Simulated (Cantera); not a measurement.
Feed: 1 mol Al(CH3)3, 10 mol N2, 47 mol H2, equilibrated at 1750 °C and 1.00 bar.

Method: chemical equilibrium by Gibbs-energy minimisation in Cantera with the NASA 1993 tables (ideal gas, pure condensed phases). Candidate condensed phases: Al, AlN, C, C6H6, C7H8, C8H18; 97 gas species. The feed counts by its element totals alone. Equilibrium is a limit: real reactors are often held back by kinetics, nucleation or transport.

Base state: H2 0.838, N2 0.153, HCN 0.00577, H 0.00174, C2H2 (acetylene) 0.000750, HNC 0.000342, CH4 0.000281, Al 8.11e-5 (mole fractions); condensed: AlN(s) + C(graphite).

### Question
What changes in the equilibrium state with this change: pressure from 1.00 bar to 60.0 mbar?

### Answer
```csv
species,before,after
H2,0.838,0.827
N2,0.153,0.154
H,0.00174,0.00706
Al,8.11e-5,0.00550
CH4,0.000281,1.64e-5
AlH,1.97e-5,0.000325
CH3,1.15e-5,2.76e-6
C2H2 (acetylene),0.000750,0.000739
"AlN(s), mol",0.994,0.641
"C(graphite), mol",2.52,2.53
```
